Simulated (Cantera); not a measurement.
Input: 1 mol SiH₄, a varied amount of NH₃, equilibrated at 2100 K and 0.00290 bar.

Cantera equilibrium calculation (NASA polynomials, part measured and part estimated; ideal gas, pure solids and liquids). Candidate condensed phases: Si, Si₃N₄; 18 gas species. Gases not in the tables: Si₂H₆ and higher silanes. Equilibrium is a limit: real reactors are often held back by kinetics, nucleation or transport.

Problem. Which condensed phases are stable at each of these points (n(NH₃) (mol)): 1.3, 1.7, 2.2, 2.9, 3.8, 5.1, 6.7, 8.8, 12, 15, 20, 26, 35?

Solution. 
```tsv
n(NH₃) (mol)	condensed phases	Si condensed (%)
1.3	Si(l)	75.4
1.7	Si(l)	71.1
2.2	Si(l)	65.8
2.9	Si(l)	58.3
3.8	Si(l)	48.7
5.1	Si(l)	34.8
6.7	Si(l)	17.7
8.8	gas only	0.0
12	gas only	0.0
15	gas only	0.0
20	gas only	0.0
26	gas only	0.0
35	gas only	0.0
```

From 1.3 mol NH₃ to 6.7 mol NH₃ the condensed part is Si(l). From 8.8 mol NH₃ to 35 mol NH₃ nothing is condensed.
